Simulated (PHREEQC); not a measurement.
PHREEQC input (ion-association model, wateq4f.dat):

```
SOLUTION_MASTER_SPECIES
  An  An-  0  An  62.0  # stands for a non-complexing anion
SOLUTION_SPECIES
  An- = An-
    -log_k 0
    -gamma 3.0 0
PHASES
  Fix_H+
    H+ = H+
    -log_k 0
SOLUTION 1
  temp 25
  units mmol/kgw
  pH 7 charge
  Cl 1.246
  Zn 0.54
  Ba 0.083
  F 0.51
  Na 5.51
  An 5
END
SELECTED_OUTPUT 1
  -reset false
  -pH true
  -pe true
  -ionic_strength true
  -water true
  -totals Ba Cl F Na Zn
  -molalities Hfo_wOH Hfo_wOH2+ Hfo_wO- Hfo_sOH Hfo_sOH2+ Hfo_sO- Hfo_sOHBa+2 Hfo_wOBa+ Hfo_wF Hfo_wOHF-
    Hfo_sOZn+ Hfo_wOZn+
  -saturation_indices BaF2 Zincite(c) Zn5(OH)8Cl2 Halite ZnF2
USER_PUNCH 1
  -headings sigma psi
  10 PUNCH EDL("sigma", "Hfo"), EDL("psi", "Hfo")
PRINT
  -reset false
USE solution 1
SURFACE 1
  Hfo_wOH 0.011236 600 5
  Hfo_sOH 0.000280899
EQUILIBRIUM_PHASES 1
  Fix_H+ -3 HAn 10
    -force_equality true
  O2(g) -0.68 10
END
# ... the last block is repeated for the other 16 points of pH, with NaOH or the acid as the point needs
```

Selected output (columns that matter, 17 of 17 rows; pH added in front):

```
pH	mu	Ba	F	Na	Zn	m_Hfo_wOH	m_Hfo_wOH2+	si_BaF2	si_Zincite(c)	si_Zn5(OH)8Cl2	si_Halite	si_ZnF2	sigma	psi
3	0.013397	8.2999e-05	2.1171e-06	0.00551	0.00053995	0.0010738	0.0096515	-10.708	-8.601	-37.719	-6.8479	-14.13	0.31608	0.19736
3.38	0.012222	8.2999e-05	1.5473e-06	0.00551	0.00053976	0.0020261	0.0086905	-10.621	-7.8341	-34.641	-6.8439	-14.043	0.28215	0.19389
3.75	0.011297	8.2999e-05	1.4923e-06	0.00551	0.00053885	0.0032021	0.007494	-10.445	-7.0889	-31.651	-6.8406	-13.868	0.23982	0.18757
4.12	0.010469	8.2998e-05	1.7725e-06	0.00551	0.00053481	0.0044309	0.0062244	-10.186	-6.3466	-28.677	-6.8375	-13.613	0.19457	0.17879
4.5	0.0096904	8.2995e-05	2.4612e-06	0.00551	0.00051775	0.0055712	0.0050146	-9.8442	-5.5952	-25.676	-6.8344	-13.286	0.15092	0.16775
4.88	0.0089264	8.2988e-05	3.781e-06	0.00551	0.0004647	0.0065023	0.0039803	-9.441	-4.8765	-22.839	-6.8312	-12.93	0.1133	0.15518
5.25	0.0081777	8.2977e-05	6.1428e-06	0.00551	0.00037258	0.0071845	0.0031598	-9.0005	-4.2266	-20.326	-6.8279	-12.585	0.083422	0.14178
5.62	0.0075083	8.2966e-05	1.0593e-05	0.00551	0.00027185	0.0076368	0.0025269	-8.5136	-3.618	-18.02	-6.8247	-12.236	0.060005	0.1272
6	0.0068891	8.2948e-05	1.9484e-05	0.00551	0.00016041	0.0078873	0.002036	-7.973	-3.0819	-16.096	-6.8217	-11.925	0.041755	0.1111
6.38	0.0063747	8.2878e-05	3.7076e-05	0.00551	5.8579e-05	0.007995	0.0016841	-7.4053	-2.7552	-15.22	-6.819	-11.795	0.028339	0.093848
6.75	0.0061184	8.2571e-05	7.0342e-05	0.0055325	1.459e-05	0.0080582	0.0014688	-6.846	-2.618	-15.272	-6.8158	-11.839	0.01896	0.075676
7.12	0.0062657	8.1209e-05	0.00012879	0.00582	3.1138e-06	0.0081204	0.0013279	-6.3301	-2.5539	-15.692	-6.7946	-11.991	0.012421	0.056577
7.5	0.0064241	7.5473e-05	0.0002159	0.006083	6.277e-07	0.0081864	0.0012101	-5.9157	-2.5013	-16.191	-6.7763	-12.25	0.0073006	0.036694
7.88	0.0065689	5.8358e-05	0.00031376	0.0063452	1.3727e-07	0.0082346	0.0011014	-5.7049	-2.4362	-16.626	-6.7587	-12.621	0.0031614	0.016783
8.25	0.006681	3.1656e-05	0.00039494	0.0065949	3.8293e-08	0.0082464	0.0010036	-5.7725	-2.3618	-16.994	-6.7425	-13.088	-0.00050008	-0.0026784
8.62	0.0067774	1.0882e-05	0.00044981	0.0068139	1.6296e-08	0.0082323	0.000923	-6.1248	-2.3013	-17.433	-6.7288	-13.655	-0.0043576	-0.02246
9	0.006881	2.5814e-06	0.00048133	0.0070169	1.1612e-08	0.0082018	0.00085342	-6.6924	-2.2584	-17.979	-6.7166	-14.314	-0.0091344	-0.043022
```

Complexes and solids missing from the database can't appear. The oxide is taken as insoluble; below pH 4 it would dissolve.
